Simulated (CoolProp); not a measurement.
Vapour-liquid equilibrium of R114 (1) + n-pentane (2) at 0.93 MPa; x and y are mole fractions of (1).

Computed with CoolProp (multi-fluid Helmholtz-energy mixture model, Platzer 1990 and Thol 2019; pair parameters Bell 2016). This equation is an older, rougher fit; its heat capacities, sound speeds and derivatives of the liquid may be far off and weren't checked against measurements.

**Question.** Give the bubble temperature and the first vapour's composition at x = 0.25, 0.55, 0.75. Is there an azeotrope?

**Answer.** x = 0.25: 102.6 °C, y = 0.437; x = 0.55: 90.1 °C, y = 0.706; x = 0.75: 84.8 °C, y = 0.835. No azeotrope shows between x = 0.05 and 0.95.

Pair parameters are fitted to limited data, so mixtures are less certain than the pure fluids.
